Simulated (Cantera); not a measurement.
Boron, boron nitride and boron oxide: B2O3 + O2 + N2 + NH3

Charge: 1 mol B2O3, 7 mol O2, 0.41 mol N2, a varied amount of NH3, held at 827 °C and 1.20 Torr.

Cantera equilibrium calculation (NASA polynomials, part measured and part estimated; ideal gas, pure solids and liquids). Candidate condensed phases: B, BN, B2O3, B3O3H3, H2O; 39 gas species. Gases not in the tables: H3BO3. Equilibrium is a limit: real reactors are often held back by kinetics, nucleation or transport.

```
n(NH3) (mol)  x H2O     x H2    x O2   x N2   x HBO2  n B2O3(l)
------------  -----  -------  ------  -----  -------  ---------
3.7           0.459  2.55e-8   0.351  0.188  0.00295      0.978
7.2           0.655  6.91e-8  0.0973  0.244  0.00353      0.962
11            0.622    0.111  <1e-12  0.263  0.00344      0.950
14            0.490    0.246  <1e-12  0.260  0.00305      0.946
18            0.382    0.357  <1e-12  0.258  0.00270      0.942
21            0.328    0.412  <1e-12  0.257  0.00250      0.939
25            0.276    0.466  <1e-12  0.256  0.00229      0.935
```
x: gas mole fraction; n: condensed amount in mol.

From 3.7 mol NH3 to 25 mol NH3 the condensed part is B2O3(l). The share of B in condensed phases is highest at 3.7 mol NH3 (97.8 %) and lowest at 25 mol NH3 (93.5 %).
